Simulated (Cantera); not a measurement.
Diamond growth

A diamond (100) surface in a fixed gas of H2 with x(CH4) = 0.0071, x(H) = 0.0012, x(CH3) = 0.00011, at 1200 K; coverages are run to steady state.

Model: the Harris–Goodwin 1993 mechanism for the reconstructed diamond (100) surface, integrated in Cantera.

| P (Pa) | growth (µm/h) | θ c6HH | θ c6H* | θ c6*H | θ c6** | θ c6HM |
|---|---|---|---|---|---|---|
| 1300 | 0.111 | 0.459 | 0.0374 | 0.478 | 0.0235 | 0.000483 |
| 2200 | 0.223 | 0.459 | 0.0374 | 0.478 | 0.0235 | 0.000808 |
| 3600 | 0.448 | 0.459 | 0.0373 | 0.478 | 0.0235 | 0.00129 |
| 5800 | 0.916 | 0.458 | 0.0373 | 0.477 | 0.0234 | 0.00201 |
| 9600 | 2.02 | 0.457 | 0.0372 | 0.476 | 0.0234 | 0.00313 |
| 16000 | 4.57 | 0.456 | 0.0371 | 0.475 | 0.0233 | 0.00473 |
| 26000 | 9.83 | 0.455 | 0.0370 | 0.473 | 0.0232 | 0.00672 |
| 42000 | 20.4 | 0.453 | 0.0369 | 0.471 | 0.0232 | 0.00903 |
θ: site fractions in the mechanism's names (c6HH fully hydrogenated, c6H* and c6*H radical sites, c6** diradical, c6HM methylated).
